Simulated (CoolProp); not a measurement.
Vapour-liquid equilibrium of n-hexane (1) + hexamethyldisiloxane (MM) (2) at 9.57 bar; x and y are mole fractions of (1).

Values from CoolProp's multi-fluid Helmholtz-energy mixture model, Thol 2019 and Thol 2016; pair parameters Bell 2016.

```
x      bubble temperature, mixture model (°C)  bubble temperature, Raoult's law (°C)  y, mixture model  y, Raoult's law
-----  --------------------------------------  -------------------------------------  ----------------  ---------------
0.05                                    200.2                                  199.5             0.070            0.094
0.125                                   197.3                                  195.6             0.170            0.220
0.2                                     194.4                                  192.0             0.266            0.332
0.275                                   191.6                                  188.5             0.358            0.431
0.35                                    188.7                                  185.2             0.446            0.520
0.425                                   185.8                                  182.1             0.530            0.599
0.5                                     182.9                                  179.1             0.609            0.670
0.575                                   179.9                                  176.3             0.685            0.734
0.65                                    176.8                                  173.6             0.755            0.792
0.725                                   173.7                                  171.1             0.819            0.844
0.8                                     170.7                                  168.6             0.877            0.892
0.875                                   167.6                                  166.3             0.929            0.936
0.95                                    164.6                                  164.1             0.974            0.975
```

The largest gap from Raoult's law is +3.8 K in bubble temperature, at x = 0.5. No azeotrope shows between x = 0.05 and 0.95.

The pair parameters rest on a limited set of measurements; away from them the model extrapolates.
